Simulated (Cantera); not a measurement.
**Formation from one mole of O2**

Cantera with NASA thermochemical tables; ideal gases at 1 bar, condensed phases pure. Values are per mole of reaction as written; species without (g) are pure solids or liquids, kept so even where they would boil at 1 bar.

C + O2(g) → CO2(g)

| T (K) | ΔH° (kJ) | ΔS° (J/K) | ΔG° (kJ) | log10 K |
|---|---|---|---|---|
| 300 | -393.5 | 2.9 | -394.4 | 68.67 |
| 1198 | -395.0 | 0.9 | -396.1 | 17.27 |
| 1248 | -395.1 | 0.8 | -396.1 | 16.58 |
| 1298 | -395.2 | 0.7 | -396.1 | 15.94 |
| 1348 | -395.4 | 0.6 | -396.2 | 15.35 |
| 1398 | -395.5 | 0.5 | -396.2 | 14.80 |
| 1448 | -395.6 | 0.5 | -396.2 | 14.29 |

2 B + O2(g) → B2O2(g)

```
T (K)  ΔH° (kJ)  ΔS° (J/K)  ΔG° (kJ)  log10 K
-----  --------  ---------  --------  -------
300      -456.0       25.8    -463.8    80.75
1198     -459.8       22.0    -486.2    21.20
1248     -460.2       21.7    -487.3    20.39
1298     -460.6       21.4    -488.4    19.65
1348     -461.0       21.1    -489.4    18.96
1398     -461.5       20.7    -490.5    18.33
1448     -461.9       20.4    -491.5    17.73
```

2 H2(g) + O2(g) → 2 H2O(g)

| T (K) | ΔH° (kJ) | ΔS° (J/K) | ΔG° (kJ) | log10 K |
|---|---|---|---|---|
| 300 | -483.7 | -89.0 | -457.0 | 79.57 |
| 1198 | -497.9 | -112.6 | -363.0 | 15.83 |
| 1248 | -498.4 | -113.0 | -357.4 | 14.96 |
| 1298 | -498.9 | -113.4 | -351.7 | 14.15 |
| 1348 | -499.3 | -113.7 | -346.0 | 13.41 |
| 1398 | -499.7 | -114.0 | -340.4 | 12.72 |
| 1448 | -500.1 | -114.2 | -334.7 | 12.07 |

4 Li + O2(g) → 2 Li2O

```json
[
 {"T (K)": "300", "ΔH° (kJ)": "-1197.4", "ΔS° (J/K)": "-245.9", "ΔG° (kJ)": "-1123.7", "log10 K": "195.65", "condensed phases": "Li(s), Li2O(s)"},
 {"T (K)": "1198", "ΔH° (kJ)": "-1202.7", "ΔS° (J/K)": "-271.5", "ΔG° (kJ)": "-877.4", "log10 K": "38.26", "condensed phases": "Li(l), Li2O(s)"},
 {"T (K)": "1248", "ΔH° (kJ)": "-1201.1", "ΔS° (J/K)": "-270.2", "ΔG° (kJ)": "-863.9", "log10 K": "36.16", "condensed phases": "Li(l), Li2O(s)"},
 {"T (K)": "1298", "ΔH° (kJ)": "-1199.4", "ΔS° (J/K)": "-268.8", "ΔG° (kJ)": "-850.4", "log10 K": "34.22", "condensed phases": "Li(l), Li2O(s)"},
 {"T (K)": "1348", "ΔH° (kJ)": "-1197.6", "ΔS° (J/K)": "-267.5", "ΔG° (kJ)": "-837.0", "log10 K": "32.43", "condensed phases": "Li(l), Li2O(s)"},
 {"T (K)": "1398", "ΔH° (kJ)": "-1195.8", "ΔS° (J/K)": "-266.2", "ΔG° (kJ)": "-823.7", "log10 K": "30.77", "condensed phases": "Li(l), Li2O(s)"},
 {"T (K)": "1448", "ΔH° (kJ)": "-1193.9", "ΔS° (J/K)": "-264.8", "ΔG° (kJ)": "-810.4", "log10 K": "29.23", "condensed phases": "Li(l), Li2O(s)"}
]
```
